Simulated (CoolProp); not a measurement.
Values from CoolProp's reference Helmholtz-energy equation of state, Thol 2021.

### Question
Give the vapour pressure (kPa), liquid density (kg/m³), vapour density (kg/m³), liquid cp (kJ/(kg K)) of saturated chlorine at -57.25 °C.

### Answer
| T (°C) | p (kPa) | liquid density (kg/m³) | vapour density (kg/m³) | liquid cp (kJ/(kg K)) |
|---|---|---|---|---|
| -57.25 | 32.0 | 1630 | 1.28 | 0.938 |
